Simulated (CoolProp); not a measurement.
Saturation properties of n-dodecane.

The numbers come from the reference Helmholtz-energy equation of state, Lemmon 2004 in CoolProp. It is a short technical equation, of lower accuracy than the large ones.

```csv
T (°C),p (MPa),vapour density (kg/m³),enthalpy of vaporisation (kJ/kg),vapour viscosity (µPa s)
162.15,0.02279,1.099,287.6,6.57
174.75,0.03359,1.588,___,6.77
187.45,0.04834,2.245,273.4,6.97
200.05,___,3.099,266.1,7.16
212.65,0.09284,4.200,258.4,7.36
225.25,0.1248,5.600,___,7.55
237.85,0.1649,7.362,___,7.75
250.55,0.2147,___,233.2,7.95
```

Some entries are withheld; supply them.


- 174.75, enthalpy of vaporisation (kJ/kg): 280.6
- 200.05, p (MPa): 0.06772
- 225.25, enthalpy of vaporisation (kJ/kg): 250.4
- 237.85, enthalpy of vaporisation (kJ/kg): 242.1
- 250.55, vapour density (kg/m³): 9.582

It boils at 216.3 °C under 1 atm.

Viscosity comes from a separate model (Huber 2004).
